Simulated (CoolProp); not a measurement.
Vapour-liquid equilibrium of R142b (1) + R113 (2) at 0.177 MPa; x and y are mole fractions of (1).

Computed with CoolProp (multi-fluid Helmholtz-energy mixture model, Lemmon 2006 and Marx 1992; pair parameters Bell 2016).

| x | bubble temperature (K) | y at the bubble point | dew temperature at overall composition x (K) | liquid density (mol/L) |
|---|---|---|---|---|
| 0.05 | 330.0 | (withheld) | 337.1 | 8.018 |
| 0.15 | 316.7 | (withheld) | 333.8 | 8.401 |
| 0.25 | 307.4 | 0.710 | 330.2 | 8.752 |
| 0.35 | 300.6 | 0.800 | 326.3 | 9.089 |
| 0.45 | 295.5 | 0.856 | 321.9 | (withheld) |
| 0.55 | (withheld) | 0.896 | 317.0 | 9.763 |
| 0.65 | 288.0 | 0.926 | 311.3 | 10.12 |
| 0.75 | 285.0 | 0.950 | 304.6 | 10.49 |
| 0.85 | (withheld) | 0.971 | 296.1 | 10.88 |
| 0.95 | 279.9 | 0.990 | 285.0 | 11.31 |

### Question
Fill in the missing entries.

### Answer

- 0.05, y at the bubble point: 0.256
- 0.15, y at the bubble point: 0.556
- 0.45, liquid density (mol/L): 9.423
- 0.55, bubble temperature (K): 291.4
- 0.85, bubble temperature (K): 282.4

No azeotrope shows between x = 0.05 and 0.95.

The pair parameters rest on a limited set of measurements; away from them the model extrapolates.
